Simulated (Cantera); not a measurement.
A closed system holds: 1 mol Al, 2.7 mol HCl, 17 mol H₂, held at 1.33 mbar.

Equilibrium computed with Cantera from the NASA thermochemical tables; the gas is ideal and each condensed phase is pure. Candidate condensed phases: Al, AlCl₃; 12 gas species. The tables' values for AlCl₂ are old estimates; treat these amounts as uncertain. Equilibrium is a limit: real reactors are often held back by kinetics, nucleation or transport.

**Question.** At 1425 K, list the 4 most abundant gas species with their mole fractions, and the condensed phases.

**Answer.** H₂ 0.898, HCl 0.0518, AlCl 0.0303, AlCl₃ 0.0138. Condensed: gas only.
